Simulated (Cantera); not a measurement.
# Silicon carbide growth: SiH2Cl2 + C2H4 + H2

Charge: 1 mol SiH2Cl2, 0.012 mol C2H4, 16 mol H2, equilibrated at 10.0 Torr.

Equilibrium computed with Cantera from the NASA thermochemical tables; the gas is ideal and each condensed phase is pure. Candidate condensed phases: C, C6H6, C7H8, C8H18, Si, SiC; 109 gas species. Mutual solubility and eutectic melting of coexisting phases are not modelled. The tables' values for SiCl, SiCl3 are old estimates; treat these amounts as uncertain. Gases not in the tables: Si2H6 and higher silanes. The numbers say what is thermodynamically allowed, not how fast it happens.

```json
[
 {"T (K)": "1798", "x H2": "0.905", "x HCl": "0.0733", "x H": "0.00290", "x Si": "0.000231", "x SiCl2": "0.0184", "x Cl": "0.000180", "x SiCl": "0.000180", "x SiH": "2.92e-5", "n Si(l)": "0.633", "n SiC(s)": "0.0239"},
 {"T (K)": "1848", "x H2": "0.902", "x HCl": "0.0744", "x H": "0.00436", "x Si": "0.000471", "x SiCl2": "0.0178", "x Cl": "0.000273", "x SiCl": "0.000279", "x SiH": "5.14e-5", "n Si(l)": "0.638", "n SiC(s)": "0.0239"},
 {"T (K)": "1898", "x H2": "0.899", "x HCl": "0.0753", "x H": "0.00642", "x Si": "0.000921", "x SiCl2": "0.0171", "x Cl": "0.000406", "x SiCl": "0.000421", "x SiH": "8.80e-5", "n Si(l)": "0.638", "n SiC(s)": "0.0237"},
 {"T (K)": "1948", "x H2": "0.895", "x HCl": "0.0760", "x H": "0.00926", "x Si": "0.00174", "x SiCl2": "0.0164", "x Cl": "0.000589", "x SiCl": "0.000621", "x SiH": "0.000146", "n Si(l)": "0.629", "n SiC(s)": "0.0233"},
 {"T (K)": "1998", "x H2": "0.889", "x HCl": "0.0764", "x H": "0.0131", "x Si": "0.00319", "x SiCl2": "0.0158", "x Cl": "0.000839", "x SiCl": "0.000896", "x SiH": "0.000237", "n Si(l)": "0.605", "n SiC(s)": "0.0223"},
 {"T (K)": "2048", "x H2": "0.881", "x HCl": "0.0765", "x H": "0.0182", "x Si": "0.00567", "x SiCl2": "0.0151", "x Cl": "0.00117", "x SiCl": "0.00127", "x SiH": "0.000373", "n Si(l)": "0.557", "n SiC(s)": "0.0203"},
 {"T (K)": "2098", "x H2": "0.870", "x HCl": "0.0762", "x H": "0.0249", "x Si": "0.00980", "x SiCl2": "0.0143", "x Cl": "0.00160", "x SiCl": "0.00175", "x SiH": "0.000575", "n Si(l)": "0.471", "n SiC(s)": "0.0162"},
 {"T (K)": "2148", "x H2": "0.855", "x HCl": "0.0753", "x H": "0.0334", "x Si": "0.0165", "x SiCl2": "0.0135", "x Cl": "0.00215", "x SiCl": "0.00237", "x SiH": "0.000864", "n Si(l)": "0.324", "n SiC(s)": "0.00799"},
 {"T (K)": "2198", "x H2": "0.833", "x HCl": "0.0737", "x H": "0.0440", "x Si": "0.0271", "x SiCl2": "0.0126", "x Cl": "0.00283", "x SiCl": "0.00315", "x SiH": "0.00127", "n Si(l)": "0.0862", "n SiC(s)": "0"},
 {"T (K)": "2248", "x H2": "0.813", "x HCl": "0.0761", "x H": "0.0574", "x Si": "0.0333", "x SiCl2": "0.0100", "x Cl": "0.00389", "x SiCl": "0.00333", "x SiH": "0.00140", "n Si(l)": "0", "n SiC(s)": "0"},
 {"T (K)": "2298", "x H2": "0.792", "x HCl": "0.0791", "x H": "0.0738", "x Si": "0.0361", "x SiCl2": "0.00729", "x Cl": "0.00531", "x SiCl": "0.00315", "x SiH": "0.00137", "n Si(l)": "0", "n SiC(s)": "0"}
]
```
x: gas mole fraction; n: condensed amount in mol.

From 1798 K to 2148 K the condensed part is Si(l) + SiC(s). At 2198 K the condensed part is Si(l). From 2248 K to 2298 K nothing is condensed. The main Si-bearing gas is SiCl2 at 1798 K and Si at 2298 K.
